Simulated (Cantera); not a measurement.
A Cantera script and what it prints.

```python
import numpy as np
import cantera as ct

gas_names = """
    Cr CrN CrO CrO2 CrO3 H HNO HNO2 HNO3 HO2 H2 H2O H2O2 N NH NH2 NH3 NH2OH NO NO2 NO3 N2 N2H2 N2H4 N2O
    O OH O2 O3
""".split()
cond_names = """
    Cr(cr) Cr(L) CrN(s) Cr2N(s) Cr2O3(s) Cr2O3(L) H2O(s) H2O(L)
""".split()


# ... load() reads the species with a 1 bar reference pressure and builds the phases ...
atoms = {
    'Cr2O3': {'Cr': 2, 'O': 3},
    'H2': {'H': 2},
    'N2': {'N': 2},
}
top_T = {'CrN(s)': 1900, 'Cr2N(s)': 1900}  # K; cautious upper limits of use, not melting points


# ... equilibrate(T, P, feed) seeds the gas with the atoms and calls Mixture.equilibrate('TP', solver="vcs", rtol=1e-11, max_steps=5000) ...
results = []
feed = {'Cr2O3': 1, 'H2': 2.4, 'N2': 6.5}  # mol
T = 1725  # K
P = 14  # Pa
mix = equilibrate(T, P, feed)
results.append((T, P, feed, dict(zip(mix.species_names, mix.species_moles))))
x = sorted(zip(gas.X, gas.species_names), reverse=True)
print(f"T = {T:g} K  P = {P:g} Pa  gas = {mix.phase_moles(0):.4g} mol")
print("   x: " + "  ".join(f"{s} {v:.3e}" for v, s in x if v > 1e-05))
print("   condensed (mol): " + ("  ".join(f"{mix.phase(i).name} {mix.phase_moles(i):.4g}"
      for i in range(1, mix.n_phases) if mix.phase_moles(i) > 1e-12) or "none"))
```

Result:

```
T = 1725 K  P = 14 Pa  gas = 9.003 mol
   x: N2 7.220e-01  H2 2.516e-01  H2O 1.101e-02  H 7.874e-03  Cr 7.307e-03  CrO 1.500e-04  OH 1.899e-05
   condensed (mol): Cr2O3(s) 0.9664
```

These are equilibrium values from Cantera (NASA tables, ideal gas, pure condensed phases), not measurements of a reactor.
